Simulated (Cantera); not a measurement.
# Low-pressure radical oxidation in H2/O2

An isothermal, constant-pressure homogeneous reactor starts with H2 : O2 : N2 = 0.48 : 1 : 1.2 (molar parts), at 1050 K and 210 Pa.

Model: the H2/O2 subset of GRI-Mech 3.0, which has no nitrogen chemistry, integrated in Cantera. Radical loss at walls, strong at low pressure, is not modelled. The temperature is held fixed by assumption; the heat of reaction is taken as removed at once.

```json
[
 {"t (s)": "3.00e-5", "x H2": "0.179", "x O2": "0.373", "x H2O": "<1e-12", "x H": "1.12e-11", "x OH": "<1e-12"},
 {"t (s)": "9.10e-5", "x H2": "0.179", "x O2": "0.373", "x H2O": "<1e-12", "x H": "3.34e-11", "x OH": "<1e-12"},
 {"t (s)": "0.000276", "x H2": "0.179", "x O2": "0.373", "x H2O": "3.90e-12", "x H": "9.96e-11", "x OH": "5.82e-12"},
 {"t (s)": "0.000837", "x H2": "0.179", "x O2": "0.373", "x H2O": "7.12e-11", "x H": "3.24e-10", "x OH": "3.32e-11"},
 {"t (s)": "0.00254", "x H2": "0.179", "x O2": "0.373", "x H2O": "1.36e-9", "x H": "1.78e-9", "x OH": "2.39e-10"},
 {"t (s)": "0.00770", "x H2": "0.179", "x O2": "0.373", "x H2O": "9.96e-8", "x H": "7.67e-8", "x OH": "1.09e-8"},
 {"t (s)": "0.0234", "x H2": "0.171", "x O2": "0.369", "x H2O": "0.00547", "x H": "0.00411", "x OH": "0.000562"},
 {"t (s)": "0.0709", "x H2": "0.00924", "x O2": "0.291", "x H2O": "0.130", "x H": "0.0789", "x OH": "0.00372"},
 {"t (s)": "0.215", "x H2": "0.00809", "x O2": "0.295", "x H2O": "0.145", "x H": "0.0583", "x OH": "0.00350"},
 {"t (s)": "0.652", "x H2": "0.00469", "x O2": "0.303", "x H2O": "0.175", "x H": "0.0218", "x OH": "0.00270"},
 {"t (s)": "1.98", "x H2": "0.000826", "x O2": "0.310", "x H2O": "0.194", "x H": "0.00145", "x OH": "0.00113"},
 {"t (s)": "6.00", "x H2": "5.60e-5", "x O2": "0.311", "x H2O": "0.196", "x H": "2.51e-5", "x OH": "0.000293"}
]
```
x: mole fraction; the columns are a selection and need not sum to one.

Equilibrium at this temperature and pressure: H2 2.80e-9, O2 0.311, H2O 0.197, H 9.43e-12, OH 2.12e-6 (gas phase only).
